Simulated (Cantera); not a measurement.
Si(CH3)4 + HCl + H2 (silicon carbide growth)

Charge: 1 mol Si(CH3)4, 2 mol HCl, 16 mol H2, held at 29.3 Torr.

Method: chemical equilibrium by Gibbs-energy minimisation in Cantera with the NASA 1993 tables (ideal gas, pure condensed phases). Candidate condensed phases: C, C6H6, C7H8, C8H18, Si, SiC; 109 gas species. The tables' values for SiCl, SiCl3 are old estimates; treat these amounts as uncertain. Gases not in the tables: Si2H6 and higher silanes. Equilibrium is a limit: real reactors are often held back by kinetics, nucleation or transport.

From 900 °C to 2100 °C the condensed part is C(graphite) + SiC(s). The main Si-bearing gas is SiCl4 at 900 °C and Si at 2100 °C. The share of Si in condensed phases is highest at 1000 °C (99.8 %) and lowest at 2100 °C (65.0 %).

| T (°C) | x H2 | x HCl | x H | x Si | x C2H2 (acetylene) | x Cl | x SiCl2 | x SiC2 | n C(graphite) | n SiC(s) |
|---|---|---|---|---|---|---|---|---|---|---|
| 900 | 0.916 | 0.0828 | 5.72e-7 | <1e-12 | 5.61e-8 | 4.52e-8 | 2.43e-5 | <1e-12 | 2.99 | 0.996 |
| 1000 | 0.916 | 0.0831 | 3.46e-6 | 1.19e-12 | 3.41e-7 | 2.66e-7 | 5.00e-5 | <1e-12 | 2.99 | 0.998 |
| 1100 | 0.917 | 0.0831 | 1.61e-5 | 4.22e-11 | 1.58e-6 | 1.21e-6 | 9.19e-5 | <1e-12 | 3.00 | 0.997 |
| 1200 | 0.917 | 0.0830 | 6.13e-5 | 9.19e-10 | 5.96e-6 | 4.50e-6 | 0.000155 | 1.27e-12 | 3.00 | 0.996 |
| 1300 | 0.917 | 0.0828 | 0.000197 | 1.35e-8 | 1.89e-5 | 1.42e-5 | 0.000242 | 4.27e-11 | 3.00 | 0.994 |
| 1400 | 0.916 | 0.0825 | 0.000552 | 1.43e-7 | 5.22e-5 | 3.88e-5 | 0.000358 | 9.37e-10 | 3.01 | 0.991 |
| 1500 | 0.916 | 0.0822 | 0.00138 | 1.16e-6 | 0.000128 | 9.51e-5 | 0.000503 | 1.44e-8 | 3.01 | 0.988 |
| 1600 | 0.914 | 0.0816 | 0.00312 | 7.51e-6 | 0.000285 | 0.000211 | 0.000678 | 1.65e-7 | 3.00 | 0.983 |
| 1700 | 0.911 | 0.0808 | 0.00652 | 4.01e-5 | 0.000583 | 0.000432 | 0.000879 | 1.46e-6 | 2.99 | 0.977 |
| 1800 | 0.904 | 0.0797 | 0.0127 | 0.000182 | 0.00111 | 0.000823 | 0.00110 | 1.04e-5 | 2.98 | 0.966 |
| 1900 | 0.893 | 0.0779 | 0.0231 | 0.000716 | 0.00197 | 0.00147 | 0.00133 | 6.20e-5 | 2.96 | 0.941 |
| 2000 | 0.874 | 0.0753 | 0.0398 | 0.00250 | 0.00329 | 0.00248 | 0.00155 | 0.000313 | 2.95 | 0.868 |
| 2100 | 0.841 | 0.0714 | 0.0649 | 0.00782 | 0.00518 | 0.00393 | 0.00174 | 0.00138 | 3.00 | 0.650 |
x: gas mole fraction; n: condensed amount in mol.
